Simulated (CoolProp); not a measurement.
Model: reference Helmholtz-energy equation of state, Bücker 2006, in CoolProp.

### Question
For n-butane, give the phase and the speed of sound (m/s), Joule-Thomson coefficient (K/MPa), isothermal compressibility (1/MPa), Prandtl number at 221 K and 0.0379 MPa; 221 K and 0.297 MPa.

### Answer
- 221 K and 0.0379 MPa: liquid; speed of sound 1320, Joule-Thomson coefficient -0.485, isothermal compressibility 0.00123, Prandtl number 5.59
- 221 K and 0.297 MPa: liquid; speed of sound 1320, Joule-Thomson coefficient -0.486, isothermal compressibility 0.00123, Prandtl number 5.60

Viscosity comes from a separate model (Vogel 1999). Thermal conductivity comes from a separate model (Perkins 2002).
